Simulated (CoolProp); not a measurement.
R227EA along the isotherm 201.85 °C: density (kg/m³) from the reference equation and from simpler models built on Tc = 101.8 °C, pc = 29.25 bar, ω = 0.358; each cubic takes its own stable root.

Model: reference Helmholtz-energy equation of state, Lemmon 2016, in CoolProp.

| p (bar) | phase | reference |
|---|---|---|
| 22.5 | gas | 108.9 |
| 45 | supercritical | 247.8 |
| 67.5 | supercritical | 414.8 |
| 90 | supercritical | 574.5 |
| 113 | supercritical | 700.6 |
| 135 | supercritical | 788.3 |
| 158 | supercritical | 857.1 |
| 180 | supercritical | 908.8 |
| 203 | supercritical | 952.9 |
| 225 | supercritical | 988.4 |
| 248 | supercritical | 1020 |
| 270 | supercritical | 1047 |
| 293 | supercritical | 1072 |

Question: How far does each simpler model (ideal gas, van der Waals, Redlich-Kwong, Soave-Redlich-Kwong, Peng-Robinson) lie from the reference over these 13 states: mean and median of the absolute difference, and the worst?

Answer: 
- ideal gas: mean 17.8 %, median 17.6 %, worst -32.6 % at 201.85 °C and 90 bar
- van der Waals: mean 11.7 %, median 12.9 %, worst -17.3 % at 201.85 °C and 293 bar
- Redlich-Kwong: mean 2.9 %, median 1.5 %, worst +8.8 % at 201.85 °C and 67.5 bar
- Soave-Redlich-Kwong: mean 5.9 %, median 6.1 %, worst -9.5 % at 201.85 °C and 113 bar
- Peng-Robinson: mean 2.6 %, median 2.2 %, worst +5.8 % at 201.85 °C and 293 bar
